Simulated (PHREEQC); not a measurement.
1.8 g of hydrous ferric oxide (600 m²/g; 0.2 weak and 0.005 strong sites per Fe, Dzombak-Morel constants, diffuse double layer) in 1 kg of water with 0.01 mol/kgw of an inert sodium salt and 0.073 mmol/kgw Na2SeO4, at 25 °C; the pH is set by adding NaOH or the inert anion's acid. Oxygen is held at 0.21 atm. CO2 from the air is kept out. Nothing may precipitate in this run.

The series has 13 steps of pH, from 3 to 9.

Model: ion-association model, wateq4f.dat, run in PHREEQC.

Problem. Near which pH is half of the Se sorbed, and on which side is more sorbed?

Solution. Near pH 7.1, with more sorbed at lower pH.

Species that the database lacks are ignored. The oxide is taken as insoluble; below pH 4 it would dissolve.
